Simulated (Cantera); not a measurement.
# Si₃H₈ + HCl + N₂ (silicon epitaxy and polysilicon growth)

A closed system holds: 1 mol Si₃H₈, 3 mol HCl, 3.2 mol N₂, at 13300 Pa.

Method: chemical equilibrium by Gibbs-energy minimisation in Cantera with the NASA 1993 tables (ideal gas, pure condensed phases). Candidate condensed phases: NH₄Cl, Si, Si₃N₄; 28 gas species. The feed counts by its element totals alone. N₂ is the only nitrogen source here; it is nearly inert below about 1500 K, so the nitride shown seldom forms there in practice. The tables' values for SiCl₃, SiCl are old estimates; treat these amounts as uncertain. Rates play no part.

From 627 °C to 1427 °C the condensed part is Si₃N₄(s). The main Si-bearing gas is SiCl₄ at 627 °C and SiCl₂ at 1427 °C. The share of Si in condensed phases is highest at 1027 °C (96.9 %) and lowest at 1427 °C (82.8 %).

| T (°C) | x H₂ | x HCl | x N₂ | x SiCl₂ | x SiCl₄ | x SiCl₃ | n Si₃N₄(s) |
|---|---|---|---|---|---|---|---|
| 627 | 0.531 | 0.288 | 0.161 | 6.37e-9 | 0.0200 | 1.63e-6 | 0.946 |
| 727 | 0.523 | 0.303 | 0.158 | 2.51e-7 | 0.0161 | 1.29e-5 | 0.956 |
| 827 | 0.517 | 0.313 | 0.156 | 4.97e-6 | 0.0133 | 6.89e-5 | 0.963 |
| 927 | 0.513 | 0.320 | 0.155 | 5.86e-5 | 0.0111 | 0.000272 | 0.968 |
| 1027 | 0.510 | 0.324 | 0.154 | 0.000460 | 0.00925 | 0.000847 | 0.969 |
| 1127 | 0.509 | 0.323 | 0.155 | 0.00257 | 0.00735 | 0.00211 | 0.965 |
| 1227 | 0.512 | 0.309 | 0.159 | 0.0102 | 0.00500 | 0.00401 | 0.945 |
| 1327 | 0.520 | 0.275 | 0.168 | 0.0281 | 0.00249 | 0.00533 | 0.898 |
| 1427 | 0.534 | 0.224 | 0.181 | 0.0543 | 0.000870 | 0.00490 | 0.828 |
x: gas mole fraction; n: condensed amount in mol.
